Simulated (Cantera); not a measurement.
# Pyrogenic steam for wet oxidation

An isothermal, constant-pressure homogeneous reactor starts with 11.4 % H2, 6.33 % O2, 82.3 % N2, at 1275 K and 0.130 bar.

Model: GRI-Mech 3.0 (53 species, 325 reactions), integrated in Cantera. The temperature is held fixed by assumption; the heat of reaction is taken as removed at once.

```csv
t (s),x H2,x O2,x NO,x H2O2,x O,x NO2
2.00e-5,0.114,0.0633,<1e-12,8.10e-12,5.72e-10,<1e-12
7.63e-5,0.114,0.0633,<1e-12,1.14e-10,7.65e-9,<1e-12
0.000291,0.114,0.0633,<1e-12,3.46e-9,4.76e-6,<1e-12
0.00111,0.0153,0.0206,4.60e-6,2.40e-7,0.00795,5.79e-11
0.00424,0.0104,0.0139,1.37e-5,2.84e-7,0.00285,1.99e-10
0.0162,0.00371,0.00862,1.64e-5,2.61e-7,0.000548,4.19e-10
0.0618,0.000594,0.00692,1.67e-5,1.19e-7,6.67e-5,2.06e-9
0.236,5.19e-5,0.00670,1.67e-5,2.17e-8,5.59e-6,1.15e-8
0.900,5.37e-6,0.00670,1.67e-5,3.15e-9,5.93e-7,1.69e-8
3.43,8.99e-7,0.00670,1.67e-5,6.02e-10,1.01e-7,1.18e-8
13.1,2.80e-7,0.00670,1.67e-5,1.97e-10,3.15e-8,1.21e-8
50.0,2.28e-7,0.00670,1.67e-5,1.61e-10,2.55e-8,1.29e-8
```
x: mole fraction; the columns are a selection and need not sum to one.

Equilibrium at this temperature and pressure: H2 2.28e-7, O2 0.00668, NO 6.33e-5, H2O2 1.61e-10, O 2.55e-8, NO2 4.88e-8 (gas phase only).
